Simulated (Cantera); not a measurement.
**Thermodynamics of silicon oxide and oxynitride deposition, feed HMDSO + N2O + H2**

A closed system holds: 1 mol HMDSO, 18 mol N2O, 11 mol H2, equilibrated at 0.383 Torr.

Equilibrium computed with Cantera from the NASA thermochemical tables; the gas is ideal and each condensed phase is pure. Candidate condensed phases: C, C6H6, C7H8, C8H18, H2O, Si, SiC, SiO2, Si2N2O, Si3N4; 151 gas species. The feed counts by its element totals alone. The tables hold silica as quartz up to 1696 K and as liquid above; real silica turns to tridymite and cristobalite and melts near 1996 K. The numbers say what is thermodynamically allowed, not how fast it happens.

From 702 °C to 1377 °C the condensed part is SiO2(β-quartz). At 1452 °C the condensed part is SiO2(condensed).

```csv
T (°C),log p N2,log p H2,log p H2O,log p CO,log p CO2,log p H,log p SiO,log p OH,n SiO2(β-quartz),n SiO2(condensed)
702,-3.68,-3.80,-4.13,-4.40,-4.52,-10.84,<-15,-13.91,2.00,0
777,-3.68,-3.81,-4.11,-4.36,-4.58,-10.00,<-15,-12.79,2.00,0
852,-3.68,-3.82,-4.09,-4.33,-4.64,-9.26,-14.83,-11.81,2.00,0
927,-3.68,-3.83,-4.08,-4.31,-4.69,-8.62,-13.26,-10.96,2.00,0
1002,-3.68,-3.84,-4.07,-4.29,-4.74,-8.05,-11.88,-10.21,2.00,0
1077,-3.68,-3.84,-4.06,-4.28,-4.78,-7.54,-10.65,-9.55,2.00,0
1152,-3.68,-3.85,-4.05,-4.26,-4.82,-7.09,-9.56,-8.95,2.00,0
1227,-3.68,-3.85,-4.04,-4.25,-4.86,-6.68,-8.57,-8.42,2.00,0
1302,-3.68,-3.85,-4.04,-4.25,-4.89,-6.31,-7.69,-7.93,2.00,0
1377,-3.68,-3.86,-4.03,-4.24,-4.92,-5.97,-6.88,-7.49,1.99,0
1452,-3.68,-3.86,-4.03,-4.24,-4.95,-5.66,-6.16,-7.09,0,1.94
```
log p: log10 of the partial pressure in bar; n: condensed amount in mol.
